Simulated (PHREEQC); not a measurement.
Solution (45 °C): 1.5 mmol/kgw ZnCl2, 0.73 mmol/kgw NaCl and 0.35 mmol/kgw MnSO4. Closed to the air; pH follows from the charge balance.

The numbers come from PHREEQC with the ion-association model, phreeqc.dat.

- pH: 5.67
- ionic strength: 0.00630 mol/kgw
- specific conductance: 757 µS/cm

| species | molality | activity | log γ |
|---|---|---|---|
| Cl- | 0.00370 | 0.00339 | -0.038 |
| Zn+2 | 0.00142 | 0.00101 | -0.149 |
| Na+ | 0.000729 | 0.000669 | -0.037 |
| Mn+2 | 0.000334 | 0.000239 | -0.145 |
| SO4-2 | 0.000282 | 0.000200 | -0.149 |
| ZnSO4 | 5.46e-5 | 5.47e-5 | 0.001 |
| ZnCl+ | 2.30e-5 | 2.10e-5 | -0.038 |

No solid was allowed to form. Complexes and solids missing from the database can't appear. Away from 25 °C the constants follow the database's enthalpies or fits; those with neither stay at their 25 °C values.
